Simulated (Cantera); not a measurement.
**Boron, boron nitride and boron oxide: BF₃ + O₂ + H₂**

Input: 1 mol BF₃, a varied amount of O₂, 0.44 mol H₂, held at 1323 K and 0.000420 bar.

Method: chemical equilibrium by Gibbs-energy minimisation in Cantera with the NASA 1993 tables (ideal gas, pure condensed phases). Candidate condensed phases: B, B₂O₃, B₃O₃H₃, H₂O; 43 gas species. The tables' values for BF₂ are old estimates; treat these amounts as uncertain. Kinetics and transport are ignored.

```csv
n(O₂) (mol),x O₂,x BF₃,x HF,x BOF,x H₂
0.066,<1e-12,0.552,0.168,0.0837,0.196
0.13,<1e-12,0.438,0.303,0.151,0.106
0.24,0.0106,0.305,0.452,0.224,4.29e-7
0.45,0.110,0.274,0.408,0.202,1.09e-7
0.85,0.252,0.229,0.343,0.170,5.16e-8
1.6,0.425,0.175,0.265,0.132,2.40e-8
3.1,0.606,0.119,0.183,0.0909,9.65e-9
5.8,0.748,0.0757,0.117,0.0583,3.60e-9
```
x: gas mole fraction; nothing condenses.

From 0.066 mol O₂ to 5.8 mol O₂ nothing is condensed. The main B-bearing gas is BF₃ throughout.
